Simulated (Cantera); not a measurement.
An isothermal, constant-pressure homogeneous reactor starts with 8.63 % H₂, 4.80 % O₂, 86.3 % N₂, 0.221 % H₂O, equivalence ratio 0.90, at 1350 K and 1.00 bar.

Cantera simulation using the H2/O2 subset of GRI-Mech 3.0, which has no nitrogen chemistry; the numbers are that mechanism's predictions, not measurements. The temperature is held fixed by assumption; the heat of reaction is taken as removed at once.

x: mole fraction; the columns are a selection and need not sum to one.

```tsv
t (s)	x H₂	x O₂	x H	x H₂O₂	x HO₂	x O
5.00e-6	0.0863	0.0480	2.46e-8	7.30e-11	___	3.28e-9
1.35e-5	0.0863	0.0480	2.11e-7	5.26e-10	___	3.17e-8
3.64e-5	0.0863	0.0479	2.92e-5	1.53e-8	___	4.45e-6
9.81e-5	0.0135	0.0151	0.0271	1.28e-6	___	0.00535
0.000265	0.00654	0.00877	0.00615	1.18e-6	___	0.00132
0.000714	0.00235	0.00610	0.000988	7.66e-7	___	0.000296
0.00193	0.000594	0.00523	0.000109	3.35e-7	___	5.97e-5
0.00519	0.000112	0.00503	8.58e-6	1.01e-7	___	1.04e-5
0.0140	1.95e-5	0.00501	6.60e-7	2.52e-8	___	1.90e-6
0.0378	4.07e-6	0.00501	6.81e-8	6.69e-9	___	4.36e-7
0.102	1.13e-6	0.00501	1.05e-8	2.11e-9	___	1.29e-7
0.275	4.37e-7	0.00501	2.59e-9	8.54e-10	___	5.04e-8
0.741	2.81e-7	0.00501	1.34e-9	5.46e-10	3.52e-9	3.17e-8
2.00	2.69e-7	0.00501	1.24e-9	5.20e-10	3.45e-9	3.01e-8
```

### Question
Fill in the missing entries.

### Answer

- 5.00e-6, x HO₂: 1.83e-8
- 1.35e-5, x HO₂: 5.85e-8
- 3.64e-5, x HO₂: 1.89e-6
- 9.81e-5, x HO₂: 7.95e-6
- 0.000265, x HO₂: 5.11e-6
- 0.000714, x HO₂: 3.40e-6
- 0.00193, x HO₂: 2.07e-6
- 0.00519, x HO₂: 7.42e-7
- 0.0140, x HO₂: 1.61e-7
- 0.0378, x HO₂: 3.45e-8
- 0.102, x HO₂: 9.76e-9
- 0.275, x HO₂: 4.49e-9
